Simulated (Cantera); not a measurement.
A closed system holds: 1 mol Al, 5.2 mol Br2, 0.18 mol N2, equilibrated at 948.15 K and 1.00 Torr.

Cantera equilibrium calculation (NASA polynomials, part measured and part estimated; ideal gas, pure solids and liquids). Candidate condensed phases: Al, AlBr3, AlN, Br2; 10 gas species. Rates play no part.

Base state: Br2 0.698, AlBr3 0.198, Br 0.0689, N2 0.0356 (mole fractions); condensed: gas only.

Q: What changes in the equilibrium state with this change: 0.77 mol O2 added?

A: 
| species | before | after |
|---|---|---|
| Br2 | 0.698 | 0.887 |
| Br | 0.0689 | 0.0776 |
| N2 | 0.0356 | 0.0320 |
| AlBr3 | 0.198 | <1e-9 |
| O2 | 0 | 0.00356 |
| Al2O3(s), mol | 0 | 0.500 |
Further candidate phases: Al2O3.
